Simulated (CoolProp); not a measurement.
Computed with CoolProp (reference Helmholtz-energy equation of state, Pan 2012).

### Question
Give the vapour pressure (MPa), enthalpy of vaporisation (kJ/kg), liquid cp (kJ/(kg K)), vapour Z of saturated R236FA at 319.8, 330.3 K.

### Answer
```
T (K)  p (MPa)  enthalpy of vaporisation (kJ/kg)  liquid cp (kJ/(kg K))  vapour Z
-----  -------  --------------------------------  ---------------------  --------
319.8    0.530                               132                   1.29     0.852
330.3    0.708                               125                   1.33     0.819
```
